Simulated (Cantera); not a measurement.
A closed system holds: 1 mol Si2H6, 0.56 mol H2O, 7 mol H2, held at 8.00 mbar.

Method: chemical equilibrium by Gibbs-energy minimisation in Cantera with the NASA 1993 tables (ideal gas, pure condensed phases). Candidate condensed phases: H2O, Si, SiO2; 18 gas species. The feed counts by its element totals alone. Mutual solubility and eutectic melting of coexisting phases are not modelled. The tables hold silica as quartz up to 1696 K and as liquid above; real silica turns to tridymite and cristobalite and melts near 1996 K. Gases not in the tables: Si2H6 and higher silanes. Equilibrium is a limit: real reactors are often held back by kinetics, nucleation or transport.

log p: log10 of the partial pressure in bar; n: condensed amount in mol.

```tsv
T (K)	log p H2	log p SiO	log p H	log p Si	log p SiH	log p SiH2	n Si(s)	n SiO2(α-quartz)	n SiO2(β-quartz)	n Si(l)
723	-2.10	<-14	<-14	<-14	<-14	<-14	1.72	0.280	0	0
823	-2.10	-13.20	-12.18	<-14	<-14	<-14	1.72	0.280	0	0
923	-2.10	…	…	<-14	<-14	…	1.72	0	0.280	0
1023	-2.10	-8.88	-9.43	<-14	<-14	-11.84	1.72	0	0.280	0
1123	-2.10	…	…	…	…	…	1.72	0	0.280	0
1223	-2.10	-5.99	-7.57	-11.49	-11.43	-9.82	1.72	0	0.279	0
1323	-2.10	-4.88	-6.85	-10.05	-10.24	-9.05	1.71	0	0.271	0
1423	-2.10	-3.93	-6.23	-8.82	-9.22	-8.38	1.64	0	0.201	0
1523	-2.12	-3.39	-5.70	-7.74	-8.34	-7.82	1.44	0	0	0
1623	-2.12	-3.40	-5.22	-6.81	-7.56	-7.31	1.44	0	0	0
1723	-2.12	-3.40	-4.80	-6.01	-6.91	-6.89	0	0	0	1.44
1823	-2.12	-3.40	-4.42	-5.35	-6.39	-6.58	0	0	0	1.43
```

Task: Fill in the missing entries.

Result: 
- 1123, log p SiO: -7.30
- 1123, log p H: -8.42
- 1123, log p Si: -13.19
- 1123, log p SiH: -12.83
- 1123, log p SiH2: -10.74
- 923, log p SiO: -10.80
- 923, log p H: -10.66
- 923, log p SiH2: -13.18
